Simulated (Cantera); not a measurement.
Cantera run:

```python
import numpy as np
import cantera as ct

gas_names = """
    N NbO2 NO2 N2O
""".split()
cond_names = """
    Nb2O5(s) Nb2O5(L) NbO2(I) NbO2(II) NbO2(III) NbO2(L)
""".split()


def load(file, names, dense=False):
    # The tables refer to 1 bar. Condensed volumes are neglected.
    table = {s.name: s for s in ct.Species.list_from_file(file)}
    out = []
    for n in names:
        d = dict(table[n].input_data)
        d["thermo"] = dict(d["thermo"], **{"reference-pressure": 1e5})
        if dense:
            d["equation-of-state"] = {"model": "constant-volume", "density": "1e6 g/cm^3"}
        out.append(ct.Species.from_dict(d))
    return out


species = {s.name: s for s in load("nasa_gas.yaml", gas_names) + load("nasa_condensed.yaml", cond_names)}
# Each term lists the table entries of one substance; the one whose range holds T is used.
reactions = {
    '2 Nb2O5 + N(g) = 4 NbO2(g) + NO2(g)':
        [(-2, ['Nb2O5(s)', 'Nb2O5(L)']), (-1, ['N']), (4, ['NbO2']), (1, ['NO2'])],
    'N2O(g) + 3 Nb2O5 = 6 NbO2 + 2 NO2(g)':
        [(-1, ['N2O']), (-3, ['Nb2O5(s)', 'Nb2O5(L)']), (6, ['NbO2(I)', 'NbO2(II)', 'NbO2(III)', 'NbO2(L)']), (2, ['NO2'])],
}


def pick(names, T):
    return next(species[n] for n in names if species[n].thermo.min_temp <= T <= species[n].thermo.max_temp)


results = []
for label, terms in reactions.items():
    print(label)
    print("     T/K   dH/kJ  dS/(J/K)   dG/kJ   log10 K")
    for T in [300, 1023, 1123, 1223, 1323, 1423, 1523]:
        used = [(nu, pick(names, T)) for nu, names in terms]
        dH = sum(nu * s.thermo.h(T) for nu, s in used) / 1e6
        dS = sum(nu * s.thermo.s(T) for nu, s in used) / 1e3
        dG = dH - T * dS / 1e3
        logK = -dG * 1e6 / (ct.gas_constant * T * np.log(10))
        results.append((label, T, dH, dS, dG, logK, [s.name for _, s in used]))
        print(f"{T:8g} {dH:8.1f} {dS:8.1f} {dG:8.1f} {logK:8.2f}")
```

Output:

```
2 Nb2O5 + N(g) = 4 NbO2(g) + NO2(g)
     T/K   dH/kJ  dS/(J/K)   dG/kJ   log10 K
     300   2560.5    903.3   2289.5  -398.63
    1023   2497.0    798.5   1680.2   -85.79
    1123   2487.3    789.4   1600.8   -74.46
    1223   2477.5    781.0   1522.3   -65.02
    1323   2467.5    773.2   1444.6   -57.03
    1423   2457.6    765.9   1367.6   -50.20
    1523   2447.6    759.2   1291.4   -44.29
N2O(g) + 3 Nb2O5 = 6 NbO2 + 2 NO2(g)
     T/K   dH/kJ  dS/(J/K)   dG/kJ   log10 K
     300    915.7    175.1    863.1  -150.28
    1023    919.8    174.8    740.9   -37.83
    1123    946.8    199.7    722.6   -33.61
    1223    952.9    204.9    702.3   -29.99
    1323    954.0    205.8    681.7   -26.92
    1423    954.9    206.5    661.1   -24.27
    1523    955.6    206.9    640.4   -21.96
```

Standard-state values (1 bar) from the NASA 1993 polynomials, evaluated with Cantera. Condensed species are held in their standard states even where they would react or evaporate.
